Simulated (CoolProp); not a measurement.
Saturated liquid density (kg/m³) of ammonia: the reference equation beside estimates from Tc = 132.4 °C, pc = 11360 kPa, ω = 0.256. Rackett uses Z = 0.29056 − 0.08775 ω.

Model: reference Helmholtz-energy equation of state, Gao 2020, in CoolProp.

| T (°C) | reference | Rackett | Redlich-Kwong | Soave-Redlich-Kwong |
|---|---|---|---|---|
| 30.05 | 595.3 | 520.3 | 449.5 | 469.8 |
| 36.65 | 585.0 | 511.7 | 440.1 | 460.7 |
| 43.25 | 574.3 | 502.7 | 430.4 | 451.1 |
| 49.85 | 563.2 | 493.5 | 420.3 | 440.9 |
| 56.45 | 551.7 | 483.9 | 409.6 | 430.3 |
| 63.05 | 539.7 | 473.9 | 398.5 | 419.0 |
| 69.75 | 526.8 | 463.2 | 386.7 | 406.8 |
| 76.35 | 513.5 | 452.2 | 374.3 | 394.0 |
| 82.95 | 499.2 | 440.4 | 361.3 | 380.4 |
| 89.55 | 483.9 | 427.9 | 347.3 | 365.6 |
| 96.15 | 467.3 | 414.3 | 332.3 | 349.5 |
| 102.75 | 448.9 | 399.3 | 315.9 | 331.9 |
| 109.35 | 428.0 | 382.4 | 297.7 | 312.1 |
| 115.95 | 403.3 | 362.5 | 277.0 | 289.3 |
| 122.65 | 371.3 | 337.0 | 251.6 | 261.0 |

Absolute difference from the reference over all 15 rows, mean and median: Rackett 11.6 and 11.9 %, Redlich-Kwong 27.6 and 27.1 %, Soave-Redlich-Kwong 24.0 and 23.3 %.
